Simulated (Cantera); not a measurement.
Feed: 1 mol Fe₂O₃, 2 mol C, 0.57 mol CO, at 10.0 mbar.

Method: chemical equilibrium by Gibbs-energy minimisation in Cantera with the NASA 1993 tables (ideal gas, pure condensed phases). Candidate condensed phases: C, Fe, Fe(CO)₅, FeO, Fe₂O₃, Fe₃O₄; 15 gas species. Each liquid is taken as pure. Mutual solubility and eutectic melting of coexisting phases are not modelled. The tables' stoichiometric FeO is somewhat more stable than real wüstite, so its field is too wide. FeO: taken at fixed stoichiometry. Equilibrium is a limit: real reactors are often held back by kinetics, nucleation or transport.

Which condensed phases are stable at each of these points (T (°C)): 902, 977, 1052, 1127, 1202, 1277, 1352, 1427, 1502, 1577, 1652, 1727, 1802, 1877?


```
T (°C)  condensed phases  Fe condensed (%)
------  ----------------  ----------------
902       Fe(α) + FeO(s)             100.0
977       Fe(γ) + FeO(s)             100.0
1052      Fe(γ) + FeO(s)             100.0
1127      Fe(γ) + FeO(s)             100.0
1202      Fe(γ) + FeO(s)             100.0
1277      Fe(γ) + FeO(s)             100.0
1352      Fe(γ) + FeO(s)             100.0
1427      Fe(δ) + FeO(l)              99.9
1502      Fe(δ) + FeO(l)              99.7
1577      Fe(l) + FeO(l)              99.2
1652      Fe(l) + FeO(l)              98.0
1727      Fe(l) + FeO(l)              95.1
1802      Fe(l) + FeO(l)              88.4
1877      Fe(l) + FeO(l)              72.6
```

At 902 °C the condensed part is Fe(α) + FeO(s). From 977 °C to 1352 °C the condensed part is Fe(γ) + FeO(s). From 1427 °C to 1502 °C the condensed part is Fe(δ) + FeO(l). From 1577 °C to 1877 °C the condensed part is Fe(l) + FeO(l).
